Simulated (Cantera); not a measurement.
Cantera run:

```python
import numpy as np
import cantera as ct

gas_names = [...]  # 109 gases of nasa_gas.yaml made of C, Cl, H, Si
cond_names = """
    C(gr) C6H6(L) C7H8(L) C8H18(L),n-octa Si(cr) Si(L) SiC(b)
""".split()


# ... load() reads the species with a 1 bar reference pressure and builds the phases ...
atoms = {
    '(CH3)2SiCl2': {'C': 2, 'H': 6, 'Si': 1, 'CL': 2},
    'CH4': {'C': 1, 'H': 4},
    'H2': {'H': 2},
    'HCl': {'H': 1, 'CL': 1},
}
top_T = {'C(gr)': 4500, 'SiC(b)': 3050}  # K; cautious upper limits of use, not melting points


# ... equilibrate(T, P, feed) seeds the gas with the atoms and calls Mixture.equilibrate('TP', solver="vcs", rtol=1e-11, max_steps=5000) ...
results = []
feed = {'(CH3)2SiCl2': 1, 'CH4': 0.23, 'H2': 25, 'HCl': 1.8}  # mol
P = 1000  # Pa
for T in [948, 1048, 1148, 1248, 1348, 1448, 1548, 1648]:
    mix = equilibrate(T, P, feed)
    results.append((T, P, feed, dict(zip(mix.species_names, mix.species_moles))))

top = {s: max(r[3][s] / sum(r[3][g] for g in gas_names) for r in results) for s in gas_names}
cols = sorted((s for s in top if top[s] > 0.0001), key=lambda s: -top[s])[:6]
seen = [c for c in cond_names if any(r[3].get(c, 0) > 1e-12 for r in results)]
print("log10 of partial pressures in bar; condensed amounts in mol")
print(f"{'T/K':>10s}" + "".join(f"{s[:9]:>10s}" for s in cols + seen))
for T, P, feed, n in results:
    ng = sum(n[g] for g in gas_names)
    print(f"{T:10.4g}" + "".join(f"{np.log10(max(n[s] / ng * P / 1e5, 1e-99)):10.3f}" for s in cols)
          + "".join(f"{n.get(c, 0):10.4g}" for c in seen))
```

Output:

```
log10 of partial pressures in bar; condensed amounts in mol
       T/K        H2       HCL     SiCL4       CH4         H     SiCL2     C(gr)    SiC(b)
       948    -2.047    -3.028    -4.158    -4.859   -10.304    -7.445     1.413    0.7741
      1048    -2.054    -2.936    -4.873    -5.343    -9.139    -6.781     1.263    0.9533
      1148    -2.056    -2.919    -5.704    -5.736    -8.173    -6.358     1.234    0.9907
      1248    -2.056    -2.917    -6.449    -6.065    -7.359    -6.028     1.232     0.995
      1348    -2.056    -2.917    -7.088    -6.346    -6.664    -5.754     1.235    0.9936
      1448    -2.056    -2.918    -7.639    -6.589    -6.063    -5.519     1.239      0.99
      1548    -2.056    -2.919    -8.120    -6.800    -5.540    -5.318     1.244    0.9846
      1648    -2.056    -2.921    -8.544    -6.986    -5.079    -5.144      1.25    0.9772
```

Cantera equilibrium calculation (NASA polynomials, part measured and part estimated; ideal gas, pure solids and liquids). The feed counts by its element totals alone. The tables' values for SiCl3 are old estimates; treat these amounts as uncertain.
